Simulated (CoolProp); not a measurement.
Vapour-liquid equilibrium of CHF3 (R23) (1) + C2F6 (R116) (2) at 0.192 MPa; x and y are mole fractions of (1).

Values from CoolProp's multi-fluid Helmholtz-energy mixture model, Penoncello 2003 and Lemmon 2006; pair parameters Bell 2016.

```json
[
 {"x": "0.05", "bubble temperature (K)": "204.3", "y at the bubble point": "0.182", "dew temperature at overall composition x (K)": "206.9", "liquid density (mol/L)": "11.54"},
 {"x": "0.125", "bubble temperature (K)": "201.2", "y at the bubble point": "0.338", "dew temperature at overall composition x (K)": "205.5", "liquid density (mol/L)": "12.01"},
 {"x": "0.2", "bubble temperature (K)": "199.4", "y at the bubble point": "0.424", "dew temperature at overall composition x (K)": "204.0", "liquid density (mol/L)": "12.46"},
 {"x": "0.275", "bubble temperature (K)": "198.4", "y at the bubble point": "0.477", "dew temperature at overall composition x (K)": "202.5", "liquid density (mol/L)": "12.93"},
 {"x": "0.35", "bubble temperature (K)": "197.9", "y at the bubble point": "0.512", "dew temperature at overall composition x (K)": "200.9", "liquid density (mol/L)": "13.43"},
 {"x": "0.425", "bubble temperature (K)": "197.6", "y at the bubble point": "0.537", "dew temperature at overall composition x (K)": "199.4", "liquid density (mol/L)": "13.97"},
 {"x": "0.5", "bubble temperature (K)": "197.4", "y at the bubble point": "0.558", "dew temperature at overall composition x (K)": "198.0", "liquid density (mol/L)": "14.55"},
 {"x": "0.575", "bubble temperature (K)": "197.3", "y at the bubble point": "0.578", "dew temperature at overall composition x (K)": "197.3", "liquid density (mol/L)": "15.19"},
 {"x": "0.65", "bubble temperature (K)": "197.4", "y at the bubble point": "0.600", "dew temperature at overall composition x (K)": "197.8", "liquid density (mol/L)": "15.90"},
 {"x": "0.725", "bubble temperature (K)": "197.6", "y at the bubble point": "0.629", "dew temperature at overall composition x (K)": "198.8", "liquid density (mol/L)": "16.67"},
 {"x": "0.8", "bubble temperature (K)": "198.0", "y at the bubble point": "0.671", "dew temperature at overall composition x (K)": "199.9", "liquid density (mol/L)": "17.50"},
 {"x": "0.875", "bubble temperature (K)": "199.0", "y at the bubble point": "0.739", "dew temperature at overall composition x (K)": "201.0", "liquid density (mol/L)": "18.41"},
 {"x": "0.95", "bubble temperature (K)": "200.8", "y at the bubble point": "0.861", "dew temperature at overall composition x (K)": "202.2", "liquid density (mol/L)": "19.35"}
]
```

y crosses x between x = 0.575 and 0.65: the model has an azeotrope there.

The pair parameters rest on a limited set of measurements; away from them the model extrapolates.
